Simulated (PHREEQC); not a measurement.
Dissolve 0.046 mol (CH3)4NF per kg of water at 20 °C. Closed to the air; pH follows from the charge balance.

Equilibrium calculation in PHREEQC: ion-association model, phreeqc.dat.

| Quantity | Result |
|---|---|
| pH | 7.93 |
| ionic strength | 0.0460 mol/kgw |

| species | molality | activity | log γ |
|---|---|---|---|
| F- | 0.0460 | 0.0376 | -0.087 |
| (CH3)4N+ | 0.0460 | 0.0379 | -0.085 |
| OH- | 7.13e-7 | 5.84e-7 | -0.087 |
| HF | 5.98e-7 | 6.05e-7 | 0.005 |
| HF2- | 1.01e-7 | 8.38e-8 | -0.082 |
| H+ | 1.36e-8 | 1.17e-8 | -0.066 |

No solid was allowed to form. Complexes and solids missing from the database can't appear. (CH3)4N+ isn't in the database: it is added as a free cation with an ion size of 4 Å.
